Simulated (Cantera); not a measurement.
Feed: 1 mol SiHCl₃, 0.35 mol N₂, 1.9 mol H₂, 2.2 mol NH₃, at 1350 K and 64.0 Pa.

Equilibrium computed with Cantera from the NASA thermochemical tables; the gas is ideal and each condensed phase is pure. Candidate condensed phases: NH₄Cl, Si, Si₃N₄; 28 gas species. The tables' values for SiCl₃ are old estimates; treat these amounts as uncertain. Equilibrium is a limit: real reactors are often held back by kinetics, nucleation or transport.

**Question.** What is the equilibrium state?

**Answer.** 
| Quantity | Result |
|---|---|
| x(H₂) | 0.554 |
| x(HCl) | 0.288 |
| x(N₂) | 0.121 |
| x(SiCl₂) | 0.0340 |
| x(SiCl₃) | 0.00244 |
| x(SiCl₄) | 0.000871 |
| x(SiHCl₃) | 9.58e-5 |
| x(H) | 7.01e-5 |
| x(Cl) | 3.04e-5 |
| n(Si₃N₄(s)) | 0.232 mol |
| gas amount | 8.170 mol |
| log10 activity of Si(s) (absent) | -1.09 |
